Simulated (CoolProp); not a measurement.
Properties of ethylene along the isobar 1.01 bar (Tc = 282.4 K, pc = 50.42 bar, ω = 0.087).

Values from CoolProp's reference Helmholtz-energy equation of state, Smukala 2000.

| T (K) | phase | density (kg/m³) | cp (kJ/(kg K)) | cv (kJ/(kg K)) | speed of sound (m/s) | fugacity coefficient |
|---|---|---|---|---|---|---|
| 223.2 | gas | 1.548 | 1.334 | 1.020 | 290.0 | 0.9863 |
| 234.5 | gas | 1.471 | 1.357 | 1.046 | 296.7 | 0.9882 |
| 245.8 | gas | 1.401 | 1.384 | 1.075 | 303.1 | 0.9897 |
| 257.2 | gas | 1.337 | 1.413 | 1.106 | 309.3 | 0.9910 |
| 268.5 | gas | 1.279 | 1.445 | 1.139 | 315.2 | 0.9921 |
| 279.8 | gas | 1.226 | 1.479 | 1.174 | 321.0 | 0.9931 |
| 291.1 | gas | 1.178 | 1.514 | 1.210 | 326.5 | 0.9939 |
| 302.4 | gas | 1.133 | 1.551 | 1.248 | 331.9 | 0.9945 |
| 313.7 | gas | 1.092 | 1.589 | 1.287 | 337.2 | 0.9951 |
| 325.1 | gas | 1.053 | 1.628 | 1.326 | 342.4 | 0.9957 |
| 336.4 | gas | 1.017 | 1.668 | 1.366 | 347.5 | 0.9961 |
| 347.7 | gas | 0.9835 | 1.708 | 1.407 | 352.5 | 0.9965 |
| 359 | gas | 0.9523 | 1.748 | 1.447 | 357.4 | 0.9969 |
| 370.3 | gas | 0.9229 | 1.788 | 1.488 | 362.2 | 0.9972 |
| 381.6 | gas | 0.8953 | 1.828 | 1.528 | 366.9 | 0.9974 |
